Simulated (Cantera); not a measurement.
A perfectly stirred reactor is fed with CH₄ : H₂O = 1 : 0.33 (molar parts), at 4.10 bar; it is held at 2075 K, and followed from long to short residence time.

Detailed kinetics in Cantera: GRI-Mech 3.0 (53 species, 325 reactions). GRI-Mech 3.0 stops at C3 and has no aromatics, soot or wall deposition, so with more carbon than oxygen in the feed, carbon stays in small species such as C2H2 where larger ones or solid carbon would form.

```tsv
quantity	before	after
x(CH₄) at τ = 24.0 s	0.00904	0.0858
x(H₂O) at τ = 24.0 s	3.10e-5	0.00296
x(CH₂) at τ = 24.0 s	5.64e-7	1.45e-8
x(CO) at τ = 24.0 s	0.125	0.133
x(CO₂) at τ = 24.0 s	1.07e-6	0.000169
x(CH₄) at τ = 0.250 s	0.0109	0.111
x(H₂O) at τ = 0.250 s	0.00262	0.0867
x(CH₂) at τ = 0.250 s	7.01e-7	3.28e-8
x(CO) at τ = 0.250 s	0.123	0.0593
x(CO₂) at τ = 0.250 s	8.93e-5	0.00242
```

Task: Name the change that produced these shifts.
(A) CH4 1 to 0.29 parts
(B) temperature 2075 to 1898 K
(C) temperature 2075 to 1700 K
(D) temperature 2075 to 1550 K

Result: C, temperature 2075 to 1700 K
